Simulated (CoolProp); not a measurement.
Vapour-liquid equilibrium of trans-2-butene (1) + acetone (2) at 299.7 K; x and y are mole fractions of (1).

Model: multi-fluid Helmholtz-energy mixture model, Lemmon 2005 and Lemmon 2006; pair parameters Bell 2016, in CoolProp.

| x | bubble pressure (bar) | y at the bubble point | dew pressure at overall composition x (bar) | liquid density (mol/L) |
|---|---|---|---|---|
| 0.05 | 0.6434 | 0.506 | 0.3452 | 13.30 |
| 0.2 | 1.346 | 0.787 | 0.4078 | ___ |
| 0.35 | 1.746 | 0.851 | 0.4973 | 12.28 |
| 0.5 | 1.965 | 0.880 | 0.6364 | 11.82 |
| 0.65 | 2.108 | 0.900 | 0.8814 | 11.40 |
| 0.8 | 2.245 | 0.925 | 1.413 | ___ |
| 0.95 | 2.403 | ___ | 2.338 | 10.72 |

**Question.** Some entries are withheld; supply them.

**Answer.** 
- 0.2, liquid density (mol/L): 12.78
- 0.8, liquid density (mol/L): 11.03
- 0.95, y at the bubble point: 0.974

No azeotrope shows between x = 0.05 and 0.95.

Pair parameters are fitted to limited data, so mixtures are less certain than the pure fluids. With so large a gap from Raoult's law the liquid may split in two, which this calculation doesn't test in full.
